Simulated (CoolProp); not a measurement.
Benzene at 298.15 K and 0.563 MPa is throttled through a valve to 0.171 MPa with no heat exchange. Each further row changes one setting.

Computed with CoolProp (reference Helmholtz-energy equation of state, Thol 2012).

| case | temperature change (K) |
|---|---|
| as stated | +0.2 |
| outlet pressure 0.0513 MPa | +0.2 |
| outlet pressure 0.222 MPa | +0.1 |
